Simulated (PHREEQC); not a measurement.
**Hard or scaling water**

A solution holds 14 mmol/kgw MgCl2, 0.045 mmol/kgw NaHCO3 and 7.1 mmol/kgw NaCl, at 25 °C. Closed to the air; pH follows from the charge balance.

All values are PHREEQC results (ion-association model, phreeqc.dat), not measurements.

No solid was allowed to form.

Question: Estimate the pH, specific conductance.

Answer: pH 7.56; specific conductance 3770 µS/cm.

Question: In which forms is C present?

Answer: HCO3- 87 %, MgHCO3+ 7.1 %, CO2 4.4 %, MgCO3 0.8 % of the C.
